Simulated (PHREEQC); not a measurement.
Make-up at 25 °C: 2.9 mol NaCl, 0.93 mol BaCl2 and 6.1e-05 mol H4SiO4 per kg of water. Closed to the air; pH follows from the charge balance.

The numbers come from PHREEQC with the Pitzer model, pitzer.dat.

Each row changes one thing in this solution. Precipitation was switched off in this run.

```csv
case,pH,H3SiO4- (mol/kgw),SI of Halite (NaCl),SI of SiO2(a) (SiO2)
as made,6.32,1.46e-7,-0.71,-1.27
NaCl from 2.9 to 1.45 mol/kgw,6.43,1.51e-7,-1.20,-1.39
H4SiO4 from 6.1e-05 to 6.71e-05 mol/kgw,6.30,1.55e-7,-0.71,-1.23
BaCl2 from 0.93 to 1.4 mol/kgw,6.32,1.62e-7,-0.70,-1.27
H4SiO4 from 6.1e-05 to 0.00061 mol/kgw,5.88,5.29e-7,-0.71,-0.27
```

In brines, pH and single-ion activities rest on the MacInnes convention.
